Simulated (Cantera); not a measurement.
Charge: 1 mol Mg(OH)2, 0.009 mol C, 1.2 mol H2O, at 12.0 Torr.

Cantera equilibrium calculation (NASA polynomials, part measured and part estimated; ideal gas, pure solids and liquids). Candidate condensed phases: C, C6H6, C7H8, C8H18, H2O, Mg, MgCO3, MgO, Mg(OH)2; 116 gas species. Kinetics and transport are ignored.

x: gas mole fraction; n: condensed amount in mol.

```tsv
T (K)	x H2O	x H2	x OH	x O2	x H	n MgO(s)
875	0.988	0.00814	3.18e-12	<1e-12	3.58e-11	1.00
975	0.988	0.00813	?	<1e-12	?	1.00
1075	0.988	0.00812	4.82e-9	<1e-12	1.05e-8	1.00
1175	0.988	0.00811	7.41e-8	5.18e-11	8.73e-8	1.00
1275	0.988	0.00809	?	?	?	1.00
1375	0.988	0.00808	5.36e-6	8.73e-8	2.44e-6	1.00
1475	0.988	0.00808	2.95e-5	1.69e-6	9.22e-6	1.00
1575	0.988	0.00815	0.000131	2.22e-5	2.97e-5	1.000
1675	0.987	0.00862	0.000472	0.000195	8.52e-5	1.000
1775	0.983	0.0105	0.00136	0.000984	0.000235	1.000
1875	0.974	0.0151	0.00321	0.00290	0.000636	1.000
1975	0.958	0.0229	0.00653	0.00622	0.00164	1.000
2075	0.933	0.0347	0.0120	0.0112	0.00392	1.000
2175	0.894	0.0511	0.0205	0.0182	0.00872	0.998
```

Fill in the missing entries.


- 1275, x OH: 7.44e-7
- 1275, x O2: 2.84e-9
- 1275, x H: 5.24e-7
- 975, x OH: 1.80e-10
- 975, x H: 8.15e-10
